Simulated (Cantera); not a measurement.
A Cantera script and what it prints.

```python
import numpy as np
import cantera as ct

gas_names = """
    H HNO HNO2 HNO3 HO2 H2 H2O H2O2 N NH NH2 NH3 NH2OH NO NO2 NO3 N2 N2H2 N2H4 N2O O OH O2 O3
""".split()
cond_names = """
    H2O(s) H2O(L)
""".split()


def load(file, names, dense=False):
    # The tables refer to 1 bar. Condensed volumes are neglected.
    table = {s.name: s for s in ct.Species.list_from_file(file)}
    out = []
    for n in names:
        d = dict(table[n].input_data)
        d["thermo"] = dict(d["thermo"], **{"reference-pressure": 1e5})
        if dense:
            d["equation-of-state"] = {"model": "constant-volume", "density": "1e6 g/cm^3"}
        out.append(ct.Species.from_dict(d))
    return out


gas = ct.Solution(thermo="ideal-gas", species=load("nasa_gas.yaml", gas_names))
cond = {s.name: ct.Solution(thermo="fixed-stoichiometry", species=[s], name=s.name)
        for s in load("nasa_condensed.yaml", cond_names, dense=True)}
atoms = {
    'N2O': {'N': 2, 'O': 1},
    'H2O': {'H': 2, 'O': 1},
    'H2': {'H': 2},
}
top_T = {}  # K; cautious upper limits of use, not melting points


def equilibrate(T, P, feed):
    n = {}
    for name, mol in feed.items():
        for a, k in atoms[name].items():
            n[a] = n.get(a, 0.0) + k * mol
    gas.TPX = T, P, n
    mass = sum(n.values()) * gas.mean_molecular_weight
    gas.equilibrate("TP")
    valid = [c for c in cond.values() if c.min_temp <= T <= top_T.get(c.name, c.max_temp)]
    mix = ct.Mixture([(gas, mass / gas.mean_molecular_weight)] + [(c, 0.0) for c in valid])
    mix.T, mix.P = T, P
    mix.equilibrate("TP", solver="vcs", rtol=1e-11, max_steps=5000)
    return mix


results = []
feed = {'N2O': 1, 'H2O': 0.57, 'H2': 4.2}  # mol
T = 1500  # K
P = 960000  # Pa
mix = equilibrate(T, P, feed)
results.append((T, P, feed, dict(zip(mix.species_names, mix.species_moles))))
x = sorted(zip(gas.X, gas.species_names), reverse=True)
print(f"T = {T:g} K  P = {P:g} Pa  gas = {mix.phase_moles(0):.4g} mol")
print("   x: " + "  ".join(f"{s} {v:.3e}" for v, s in x if v > 0.0001))
print("   condensed (mol): " + ("  ".join(f"{mix.phase(i).name} {mix.phase_moles(i):.4g}"
      for i in range(1, mix.n_phases) if mix.phase_moles(i) > 1e-12) or "none"))
```

Output:

```
T = 1500 K  P = 960000 Pa  gas = 5.769 mol
   x: H2 5.545e-01  H2O 2.721e-01  N2 1.733e-01  NH3 1.022e-04
   condensed (mol): none
```

Equilibrium computed with Cantera from the NASA thermochemical tables; the gas is ideal and each condensed phase is pure.
